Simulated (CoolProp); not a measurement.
Values from CoolProp's reference Helmholtz-energy equation of state, Colonna 2008. It is a short technical equation, of lower accuracy than the large ones.

Q: For dodecamethylcyclohexasiloxane (D6), give the phase and the density (kg/m³), cp (kJ/(kg K)), speed of sound (m/s), expansivity (1/kK) at 536.5 K and 4270 kPa; 542.5 K and 4270 kPa; 554.4 K and 4270 kPa.

A: 
- 536.5 K and 4270 kPa: liquid; density 721, cp 2.03, speed of sound 361, expansivity 1.65
- 542.5 K and 4270 kPa: liquid; density 713, cp 2.04, speed of sound 353, expansivity 1.69
- 554.4 K and 4270 kPa: liquid; density 699, cp 2.06, speed of sound 338, expansivity 1.76
